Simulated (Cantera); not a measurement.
Feed: 1 mol SiHCl3, 9.3 mol H2, held at 1100 K and 8.30 mbar.

These are equilibrium values from Cantera (NASA tables, ideal gas, pure condensed phases), not measurements of a reactor. Candidate condensed phases: Si; 19 gas species. The tables' values for SiCl3 are old estimates; treat these amounts as uncertain. Equilibrium is a limit: real reactors are often held back by kinetics, nucleation or transport.

**Question.** What is the equilibrium state?

**Answer.** 
```json
{
  "x(H2)": "0.874",
  "x(HCl)": "0.0639",
  "x(SiCl4)": "0.0391",
  "x(SiCl2)": "0.00952",
  "x(SiHCl3)": "0.00788",
  "x(SiCl3)": "0.00517",
  "x(SiH2Cl2)": "0.000190",
  "x(SiH3Cl)": "1.22e-6",
  "n(Si(s))": "0.335 mol",
  "gas_amount": "10.77 mol"
}
```
